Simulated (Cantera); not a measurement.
Equilibrium for carbon deposition, reforming and gasification: CH₃OH + O₂ + H₂

A closed system holds: 1 mol CH₃OH, 0.0072 mol O₂, 14 mol H₂, held at 2723.15 K.

Equilibrium computed with Cantera from the NASA thermochemical tables; the gas is ideal and each condensed phase is pure. Candidate condensed phases: C, C₆H₆, C₇H₈, C₈H₁₈, H₂O; 110 gas species. The ideal-gas law is rough above about 30 bar. The numbers say what is thermodynamically allowed, not how fast it happens.

From 10.0 Pa to 1.00e7 Pa nothing is condensed. The main C-bearing gas is CO throughout.

```csv
P (Pa),log p H,log p H₂,log p CO,log p H₂O,log p CH₄,log p O
10,-4.02,-5.63,-5.51,-9.81,<-16,-7.37
100,-3.10,-3.78,-4.45,-7.08,<-15,-6.50
1000,-2.35,-2.29,-3.34,-5.32,-13.70,-6.22
10000,-1.76,-1.11,-2.27,-4.14,-10.26,-6.23
100000,-1.23,-0.05,-1.24,-3.10,-7.11,-6.24
1000000,-0.73,0.96,-0.23,-2.07,-4.07,-6.23
10000000,-0.22,1.97,0.76,-0.82,-1.31,-5.98
```
log p: log10 of the partial pressure in bar; nothing condenses.
